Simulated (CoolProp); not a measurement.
Vapour-liquid equilibrium of acetone (1) + cyclohexane (2) at 2.06 bar; x and y are mole fractions of (1).

Computed with CoolProp (multi-fluid Helmholtz-energy mixture model, Lemmon 2006 and Zhou 2014; pair parameters Bell 2016).

| x | bubble temperature (K) | y at the bubble point | dew temperature at overall composition x (K) | liquid density (mol/L) |
|---|---|---|---|---|
| 0.05 | 369.1 | 0.262 | 377.6 | 8.460 |
| 0.15 | 358.7 | 0.481 | 373.7 | 8.812 |
| 0.25 | 354.4 | 0.567 | 369.6 | 9.122 |
| 0.35 | 352.3 | 0.613 | 365.1 | 9.437 |
| 0.45 | 351.1 | 0.646 | 360.3 | 9.778 |
| 0.55 | 350.3 | 0.676 | 355.3 | 10.16 |
| 0.65 | 349.7 | 0.711 | 351.0 | 10.58 |
| 0.75 | 349.4 | 0.758 | 349.5 | 11.05 |
| 0.85 | 349.6 | 0.825 | 349.8 | 11.56 |
| 0.95 | 350.6 | 0.928 | 350.9 | 12.13 |

y crosses x between x = 0.75 and 0.85: the model has an azeotrope there.

The pair parameters rest on a limited set of measurements; away from them the model extrapolates.
